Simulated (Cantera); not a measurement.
Silicon carbide growth: CH3SiCl3 + C3H8 + H2 + C2H2

A closed system holds: 1 mol CH3SiCl3, 0.14 mol C3H8, 280 mol H2, 0.56 mol C2H2, held at 533 Torr.

Equilibrium computed with Cantera from the NASA thermochemical tables; the gas is ideal and each condensed phase is pure. Candidate condensed phases: C, C6H6, C7H8, C8H18, Si, SiC; 109 gas species. The feed counts by its element totals alone. The tables' values for SiCl are old estimates; treat these amounts as uncertain. Gases not in the tables: Si2H6 and higher silanes. The numbers say what is thermodynamically allowed, not how fast it happens.

```
T (K)   x H2   x HCl      x H  x C2H2 (acetylene)  n C(graphite)  n SiC(s)
-----  -----  ------  -------  ------------------  -------------  --------
2048   0.986  0.0105  0.00264             0.00103          0.883     0.989
2073   0.985  0.0105  0.00310             0.00121          0.790     0.987
2098   0.984  0.0105  0.00362             0.00140          0.683     0.984
2123   0.983  0.0105  0.00422             0.00163          0.562     0.980
2148   0.982  0.0105  0.00490             0.00188          0.425     0.974
2173   0.981  0.0104  0.00567             0.00217          0.270     0.967
2198   0.980  0.0104  0.00654             0.00248         0.0971     0.958
2223   0.979  0.0104  0.00752             0.00268              0     0.945
2248   0.978  0.0104  0.00862             0.00272              0     0.925
```
x: gas mole fraction; n: condensed amount in mol.

From 2048 K to 2198 K the condensed part is C(graphite) + SiC(s). From 2223 K to 2248 K the condensed part is SiC(s). The main Si-bearing gas is SiCl2 at 2048 K and Si at 2248 K. The share of Si in condensed phases is highest at 2048 K (98.9 %) and lowest at 2248 K (92.5 %).
